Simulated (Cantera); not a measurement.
Predominance diagram of Cu at 1725 K against the partial pressures of O₂ and F₂ (log10, bar). Source: NASA polynomial tables (part measured, part estimated), evaluated in Cantera. Candidates: Cu(l), CuF₂(l), Cu₂O(l). Only these pure phases compete in this equilibrium. 

```
log p(F₂) \ log p(O₂)
        columns: -22, -20.6, -19.2, -17.9, -16.5, -15.1, -13.8, -12.4, -11, -9.6, -8.2, -6.9, -5.5, -4.1, -2.8, -1.4, 0
      1  A A A A A A A A A A A A A A A A A
      0  B B B B B B B B B B B B B B B B B
     -1  B B B B B B B B B B B B B B B B B
     -2  B B B B B B B B B B B B B B B B B
     -3  B B B B B B B B B B B B B B B B B
     -4  B B B B B B B B B B B B B B B B B
     -5  B B B B B B B B B B B B B B B B B
     -6  B B B B B B B B B B B B B B B B B
     -7  B B B B B B B B B B B B B B B B B
     -8  B B B B B B B B B B B B B B B B B
     -9  B B B B B B B B B B B B B B B B B
    -10  C C C C C C C C C C C C C C D D D
    -11  C C C C C C C C C C C C C C D D D
    -12  C C C C C C C C C C C C C C D D D
    -13  C C C C C C C C C C C C C C D D D
```

A: out of reach (another gas would pass 10 bar, or a non-metal would condense); B: CuF₂(l); C: Cu(l); D: Cu₂O(l).
